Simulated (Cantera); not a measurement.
Charge: 1 mol SiC, 0.6 mol N2, equilibrated at 1.10 mbar.

Equilibrium computed with Cantera from the NASA thermochemical tables; the gas is ideal and each condensed phase is pure. Candidate condensed phases: C, Si, SiC, Si3N4; 20 gas species. The tables' values for SiN are old estimates; treat these amounts as uncertain. Rates play no part.

log p: log10 of the partial pressure in bar; n: condensed amount in mol.

```tsv
T (K)	log p N2	log p Si	log p SiC2	log p Si2C	log p SiN	log p CN	log p Si2	n SiC(s)	n C(graphite)
1523	-2.96	-9.84	?	-12.58	-11.26	-11.29	-14.77	1.00	0
1573	-2.96	-9.28	?	-11.86	-10.78	-10.81	-13.98	1.00	0
1623	-2.96	-8.75	?	-11.18	-10.33	-10.37	-13.24	1.000	0
1673	-2.96	-8.25	?	-10.54	-9.91	-9.95	-12.54	1.000	0
1723	-2.96	-7.79	?	-9.95	-9.52	-9.55	-11.89	1.000	0
1773	-2.96	-7.34	?	-9.38	-9.14	-9.18	-11.27	1.000	0
1823	-2.96	-6.93	?	-8.85	-8.79	-8.83	-10.69	1.000	0
1873	-2.96	-6.53	?	-8.35	-8.46	-8.50	-10.14	1.000	0.000159
1923	-2.96	-6.16	?	-7.87	-8.14	-8.18	-9.62	1.000	0.000374
1973	-2.96	-5.81	?	-7.42	-7.84	-7.88	-9.12	0.999	0.000845
2023	-2.96	-5.47	?	-6.99	-7.56	-7.60	-8.65	0.998	0.00183
2073	-2.96	-5.15	?	-6.58	-7.29	-7.33	-8.21	0.996	0.00382
2123	-2.97	-4.84	?	-6.20	-7.03	-7.07	-7.78	0.991	0.00774
2173	-2.97	-4.55	?	-5.83	-6.79	-6.83	-7.38	0.981	0.0152
```

Question: Complete the blanks.

Answer: 
- 1523, log p SiC2: -12.52
- 1573, log p SiC2: -11.78
- 1623, log p SiC2: -11.09
- 1673, log p SiC2: -10.44
- 1723, log p SiC2: -9.83
- 1773, log p SiC2: -9.25
- 1823, log p SiC2: -8.71
- 1873, log p SiC2: -8.19
- 1923, log p SiC2: -7.71
- 1973, log p SiC2: -7.24
- 2023, log p SiC2: -6.81
- 2073, log p SiC2: -6.39
- 2123, log p SiC2: -5.99
- 2173, log p SiC2: -5.62
